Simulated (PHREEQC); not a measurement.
Consider water at 55 °C with 0.1 mol Ni(NO3)2, 0.00021 mol Na2SO4 and 0.00031 mol NiCl2 per kg of water. Closed to the air; pH follows from the charge balance.

All values are PHREEQC results (ion-association model, wateq4f.dat), not measurements.

Precipitation was switched off in this run.

Predict the pH.

pH 5.29.

In which forms is Cl present?

Cl- 94 %, NiCl+ 5.9 % of the Cl.

Away from 25 °C the constants follow the database's enthalpies or fits; those with neither stay at their 25 °C values.
